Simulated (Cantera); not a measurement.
A closed system holds: 1 mol NiS, 73 mol H2, equilibrated at 1498.15 K and 0.100 bar.

Method: chemical equilibrium by Gibbs-energy minimisation in Cantera with the NASA 1993 tables (ideal gas, pure condensed phases). Candidate condensed phases: Ni, NiS, NiS2, Ni3S2, Ni3S4, S; 9 gas species. Metal and sulfide melt together well below either melting point, which pure phases cannot show. Mutual solubility and eutectic melting of coexisting phases are not modelled. Equilibrium is a limit: real reactors are often held back by kinetics, nucleation or transport.

Base state: H2 0.988, H2S 0.0121, SH 0.000169, S2 0.000112, H 5.41e-5 (mole fractions); condensed: Ni(s) + Ni3S2(l).

What changes in the equilibrium state with this change: pressure from 0.100 bar to 0.870 bar?


```tsv
species	before	after
H2	0.988	0.988
H2S	0.0121	0.0121
SH	0.000169	5.73e-5
S2	0.000112	1.29e-5
H	5.41e-5	1.83e-5
Ni(s), mol	0.870	0.836
Ni3S2(l), mol	0.0434	0.0548
```

What changes in the equilibrium state with this change: H2 from 73 to 2.5 mol?


```json
[
 {"species": "H2", "before": "0.988", "after": "0.879"},
 {"species": "H2S", "before": "0.0121", "after": "0.108"},
 {"species": "S2", "before": "0.000112", "after": "0.0112"},
 {"species": "S", "before": "1.33e-6", "after": "1.33e-5"},
 {"species": "SH", "before": "0.000169", "after": "0.00159"},
 {"species": "H", "before": "5.41e-5", "after": "5.11e-5"},
 {"species": "Ni(s), mol", "before": "0.870", "after": "0"},
 {"species": "Ni3S2(l), mol", "before": "0.0434", "after": "0.333"}
]
```

What changes in the equilibrium state with this change: H2 from 73 to 6.5 mol?


```csv
species,before,after
H2,0.988,0.951
H2S,0.0121,0.0469
S2,0.000112,0.00181
SH,0.000169,0.000667
H,5.41e-5,5.31e-5
"Ni(s), mol",0.870,0
"Ni3S2(l), mol",0.0434,0.333
```
